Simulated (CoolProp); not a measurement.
Fluorine along the isotherm 79.4 K: fugacity coefficient from the reference equation and from simpler models built on Tc = 144.4 K, pc = 52.40 bar, ω = 0.045; each cubic takes its own stable root.

Model: reference Helmholtz-energy equation of state, de Reuck 1990, in CoolProp.

| p (bar) | phase | reference |
|---|---|---|
| 0.414 | gas | 0.9827 |
| 0.669 | liquid | 0.7395 |
| 1.08 | liquid | 0.4588 |
| 1.75 | liquid | 0.2838 |
| 2.82 | liquid | 0.1768 |
| 4.56 | liquid | 0.1101 |
| 7.37 | liquid | 0.06883 |
| 11.9 | liquid | 0.04335 |
| 19.2 | liquid | 0.02761 |
| 31.1 | liquid | 0.01782 |
| 50.2 | liquid | 0.01185 |
| 81.1 | liquid | 0.008224 |
| 131 | liquid | 0.006118 |

Q: How far does each simpler model (Soave-Redlich-Kwong, Peng-Robinson) lie from the reference over these 13 states: mean and median of the absolute difference, and the worst?

A: 
- Soave-Redlich-Kwong: mean 1.4 %, median 1.5 %, worst +1.6 % at 79.4 K and 0.669 bar
- Peng-Robinson: mean 4.7 %, median 5.9 %, worst +6.4 % at 79.4 K and 0.669 bar
